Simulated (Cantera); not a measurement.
Source: NASA polynomial tables (part measured, part estimated), evaluated in Cantera. Values are per mole of reaction as written; species without (g) are pure solids or liquids, kept so even where they would boil at 1 bar.

CS2(g) → C + 2 S

```csv
T (K),ΔH° (kJ),ΔS° (J/K),ΔG° (kJ),log10 K
573,?,?,?,?
598,-103.6,-137.6,-21.3,1.86
623,?,?,?,?
648,?,?,?,?
673,-101.4,-134.1,-11.1,0.86
698,?,?,?,?
723,-100.2,-132.4,-4.5,0.32
```

Problem. Some entries are withheld; supply them.

Solution. 
- 573, ΔH° (kJ): -104.4
- 573, ΔS° (J/K): -139.1
- 573, ΔG° (kJ): -24.8
- 573, log10 K: 2.26
- 623, ΔH° (kJ): -102.8
- 623, ΔS° (J/K): -136.2
- 623, ΔG° (kJ): -17.9
- 623, log10 K: 1.50
- 648, ΔH° (kJ): -102.0
- 648, ΔS° (J/K): -135.1
- 648, ΔG° (kJ): -14.5
- 648, log10 K: 1.17
- 698, ΔH° (kJ): -100.7
- 698, ΔS° (J/K): -133.2
- 698, ΔG° (kJ): -7.8
- 698, log10 K: 0.58
